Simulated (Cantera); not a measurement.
Input: 1 mol SiH₄, 0.28 mol C₂H₂, 50 mol H₂, held at 0.170 bar.

Equilibrium computed with Cantera from the NASA thermochemical tables; the gas is ideal and each condensed phase is pure. Candidate condensed phases: C, C₆H₆, C₇H₈, C₈H₁₈, Si, SiC; 87 gas species. Mutual solubility and eutectic melting of coexisting phases are not modelled. Gases not in the tables: Si₂H₆ and higher silanes. Rates play no part.

### Question
Which condensed phases are stable at each of these points (T (°C)): 1027, 1102, 1177, 1252, 1327, 1402, 1477, 1552, 1627, 1702, 1777, 1852, 1927, 2002?

### Answer
```csv
T (°C),condensed phases,Si condensed (%)
1027,Si(s) + SiC(s),100.0
1102,Si(s) + SiC(s),100.0
1177,Si(s) + SiC(s),100.0
1252,Si(s) + SiC(s),100.0
1327,Si(s) + SiC(s),100.0
1402,Si(s) + SiC(s),99.9
1477,Si(l) + SiC(s),99.8
1552,Si(l) + SiC(s),99.6
1627,Si(l) + SiC(s),99.1
1702,Si(l) + SiC(s),98.2
1777,Si(l) + SiC(s),96.1
1852,Si(l) + SiC(s),91.7
1927,Si(l) + SiC(s),83.1
2002,Si(l) + SiC(s),66.3
```

From 1027 °C to 1402 °C the condensed part is Si(s) + SiC(s). From 1477 °C to 2002 °C the condensed part is Si(l) + SiC(s).
